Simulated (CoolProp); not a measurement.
500 sccm (0 °C, 1 atm) of nitrogen bubbles through liquid ethanol at 286 K and leaves saturated at a total pressure of 0.0326 MPa (ideal gas phase). Each further row changes one setting.

Computed with CoolProp (reference Helmholtz-energy equation of state, Schroeder 2014).

| case | vapour pressure (kPa) | mole fraction of vapour | delivery (mg/min) | delivery (sccm) | change of delivery for a bath 1 K warmer (%) |
|---|---|---|---|---|---|
| as stated | 3.78 | 0.116 | 135 | 65.6 | 7.4 |
| bath temperature 291 K | 5.16 | 0.158 | 193 | 94.0 | 7.5 |
| total pressure 0.0652 MPa | 3.78 | 0.0580 | 63.3 | 30.8 | 7.0 |
